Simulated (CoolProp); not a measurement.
Values from CoolProp's reference Helmholtz-energy equation of state, Lemmon 2016.

Problem. Give the vapour pressure (bar), liquid density (kg/m³), liquid cp (kJ/(kg K)) of saturated R115 at 25.55 °C.

Solution. 
```json
[
 {"T (°C)": "25.55", "p (bar)": "9.17", "liquid density (kg/m³)": "1280", "liquid cp (kJ/(kg K))": "1.11"}
]
```
